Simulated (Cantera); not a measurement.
Feed: 1 mol TEOS, 6.1 mol O3, at 1330 Pa.

Cantera equilibrium calculation (NASA polynomials, part measured and part estimated; ideal gas, pure solids and liquids). Candidate condensed phases: C, C6H6, C7H8, C8H18, H2O, Si, SiC, SiO2; 123 gas species. The feed counts by its element totals alone. The tables hold silica as quartz up to 1696 K and as liquid above; real silica turns to tridymite and cristobalite and melts near 1996 K. Kinetics and transport are ignored.

Q: Which condensed phases are stable at each of these points (T (°C)): 450, 550, 650, 750, 850, 950, 1050, 1150, 1250, 1350, 1450, 1550, 1650?

A: 
| T (°C) | condensed phases | Si condensed (%) |
|---|---|---|
| 450 | SiO2(α-quartz) | 100.0 |
| 550 | SiO2(α-quartz) | 100.0 |
| 650 | SiO2(β-quartz) | 100.0 |
| 750 | SiO2(β-quartz) | 100.0 |
| 850 | SiO2(β-quartz) | 100.0 |
| 950 | SiO2(β-quartz) | 100.0 |
| 1050 | SiO2(β-quartz) | 100.0 |
| 1150 | SiO2(β-quartz) | 100.0 |
| 1250 | SiO2(β-quartz) | 100.0 |
| 1350 | SiO2(β-quartz) | 100.0 |
| 1450 | SiO2(condensed) | 100.0 |
| 1550 | SiO2(condensed) | 99.9 |
| 1650 | SiO2(condensed) | 99.4 |

From 450 °C to 550 °C the condensed part is SiO2(α-quartz). From 650 °C to 1350 °C the condensed part is SiO2(β-quartz). From 1450 °C to 1650 °C the condensed part is SiO2(condensed).
